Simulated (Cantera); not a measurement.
# Thermodynamics of abatement and gas-phase synthesis, feed H2O + SO2 + N2

Charge: 1 mol H2O, 0.17 mol SO2, 1.2 mol N2, equilibrated at 1330 Pa.

These are equilibrium values from Cantera (NASA tables, ideal gas, pure condensed phases), not measurements of a reactor. Candidate condensed phases: H2O, H2SO4, S; 35 gas species. Rates play no part.

```csv
T (K),x N2,x H2O,x SO2,x H2,x O2,x OH,x H
1323,0.506,0.422,0.0717,8.11e-5,3.41e-5,9.31e-6,1.24e-7
1398,0.506,0.422,0.0717,0.000181,7.83e-5,2.53e-5,5.51e-7
1473,0.506,0.421,0.0717,0.000374,0.000163,6.21e-5,2.12e-6
1548,0.506,0.421,0.0717,0.000724,0.000315,0.000139,7.17e-6
1623,0.506,0.420,0.0716,0.00132,0.000572,0.000290,2.17e-5
1698,0.506,0.419,0.0715,0.00228,0.000983,0.000565,5.97e-5
1773,0.505,0.417,0.0713,0.00375,0.00161,0.00104,0.000151
1848,0.504,0.413,0.0710,0.00591,0.00254,0.00182,0.000353
1923,0.503,0.408,0.0706,0.00898,0.00385,0.00303,0.000773
1998,0.501,0.401,0.0698,0.0131,0.00565,0.00484,0.00159
```
x: gas mole fraction; nothing condenses.

From 1323 K to 1998 K nothing is condensed.
